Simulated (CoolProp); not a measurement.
Vapour-liquid equilibrium of propylene (1) + R22 (2) at 0.777 MPa; x and y are mole fractions of (1).

Computed with CoolProp (multi-fluid Helmholtz-energy mixture model, Lemmon 2013 and Kamei 1995; pair parameters Bell 2016).

```tsv
x	bubble temperature (K)	y at the bubble point	dew temperature at overall composition x (K)	liquid density (mol/L)
0.05	286.8	0.069	287.0	14.15
0.2	284.8	0.246	285.3	13.88
0.35	283.4	[?]	283.8	13.62
0.5	282.6	0.528	282.7	[?]
0.65	282.2	0.658	282.2	13.13
0.8	282.2	0.793	282.2	[?]
0.95	282.8	0.944	282.8	12.69
```

Task: Some entries are withheld; supply them.

Result: 
- 0.35, y at the bubble point: 0.395
- 0.5, liquid density (mol/L): 13.37
- 0.8, liquid density (mol/L): 12.91

y crosses x between x = 0.65 and 0.8: the model has an azeotrope there.

The pair parameters rest on a limited set of measurements; away from them the model extrapolates.
